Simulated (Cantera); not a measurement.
**Adiabatic ignition**

An adiabatic, constant-pressure homogeneous reactor starts with C₃H₈ : O₂ : N₂ = 1 : 2.5 : 9.4 (molar parts), at 973 K and 2.20 bar.

Detailed kinetics in Cantera: GRI-Mech 3.0 (53 species, 325 reactions). GRI-Mech 3.0 was tuned for natural gas; its chemistry of propane as a main component is partial and can be far from experiment. Below about 1000 K GRI-Mech 3.0 lacks low-temperature oxidation paths.

```csv
t (s),T (K),x C₃H₈,x O₂,x HCN,x H₂O,x OH,x H₂O₂,x C₂H₂
9.00e-6,973,0.0775,0.194,<1e-12,3.41e-12,<1e-12,6.87e-12,<1e-12
2.28e-5,973,0.0775,0.194,<1e-12,1.95e-11,<1e-12,5.08e-11,<1e-12
5.77e-5,973,0.0775,0.194,<1e-12,1.21e-10,<1e-12,3.42e-10,<1e-12
0.000146,973,0.0775,0.194,<1e-12,8.12e-10,1.19e-12,2.16e-9,<1e-12
0.000370,973,0.0775,0.194,<1e-12,6.07e-9,3.73e-12,1.27e-8,<1e-12
0.000936,973,0.0775,0.194,<1e-12,5.11e-8,1.29e-11,6.45e-8,<1e-12
0.00237,973,0.0775,0.194,<1e-12,4.17e-7,3.77e-11,2.41e-7,2.06e-12
0.00600,973,0.0775,0.194,<1e-12,2.29e-6,6.12e-11,5.82e-7,4.87e-11
0.0152,973,0.0774,0.194,<1e-12,8.68e-6,7.77e-11,1.00e-6,5.66e-10
0.0385,973,0.0773,0.194,<1e-12,2.85e-5,9.35e-11,1.35e-6,4.98e-9
0.0974,972,0.0769,0.194,<1e-12,9.17e-5,1.27e-10,1.97e-6,4.10e-8
0.246,972,0.0755,0.193,<1e-12,0.000374,2.86e-10,4.63e-6,4.05e-7
0.624,2163,<1e-12,1.82e-7,1.38e-6,0.0999,0.000107,1.94e-10,<1e-12
1.58,2163,<1e-12,1.83e-7,3.13e-7,0.0999,0.000108,1.94e-10,<1e-12
4.00,2163,<1e-12,1.83e-7,3.13e-7,0.0999,0.000108,1.94e-10,<1e-12
```
x: mole fraction; the columns are a selection and need not sum to one.

| Item | Value |
|---|---|
| time of steepest temperature rise | 0.580 s |
| temperature at 4.00 s | 2163 K |
| equilibrium temperature | 2163 K |
| x(C₃H₈) at 4.00 s | <1e-12 (gas-phase equilibrium <1e-12) |
| x(O₂) at 4.00 s | 1.83e-7 (gas-phase equilibrium 1.83e-7) |
| x(HCN) at 4.00 s | 3.13e-7 (gas-phase equilibrium 3.13e-7) |
